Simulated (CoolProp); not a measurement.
R1234ze(Z) at several states: density (kg/m³) from the reference equation and from simpler models built on Tc = 423.3 K, pc = 3.531 MPa, ω = 0.327; each cubic takes its own stable root.

Model: reference Helmholtz-energy equation of state, Akasaka 2019, in CoolProp.

| T (K) | p (MPa) | phase | reference |
|---|---|---|---|
| 314.5 | 0.0791 | gas | 3.540 |
| 311 | 2.21 | liquid | 1198 |
| 426.8 | 0.703 | gas | 24.45 |
| 436 | 0.0435 | gas | 1.374 |
| 363.2 | 0.0238 | gas | 0.9028 |

Question: How far does each simpler model (van der Waals, Redlich-Kwong) lie from the reference over these 5 states: mean and median of the absolute difference, and the worst?

Answer: 
- van der Waals: mean 9.8 %, median 1.2 %, worst -46.1 % at 311 K and 2.21 MPa
- Redlich-Kwong: mean 4.9 %, median 0.7 %, worst -22.9 % at 311 K and 2.21 MPa
